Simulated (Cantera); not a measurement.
Source: NASA polynomial tables (part measured, part estimated), evaluated in Cantera. Values are per mole of reaction as written; species without (g) are pure solids or liquids, kept so even where they would boil at 1 bar.

Q: Between 300 and 875 K, where is each reaction favourable under standard conditions?
- 3 Si + SO₃(g) ⇌ S + 3 SiO(g)

A: 
- 3 Si + SO₃(g) ⇌ S + 3 SiO(g): ΔG° is -12 kJ at 300 K and -217 kJ at 875 K; it stays negative (K > 1). ΔH° is 94 kJ and ΔS° 355 J/K at 875 K.
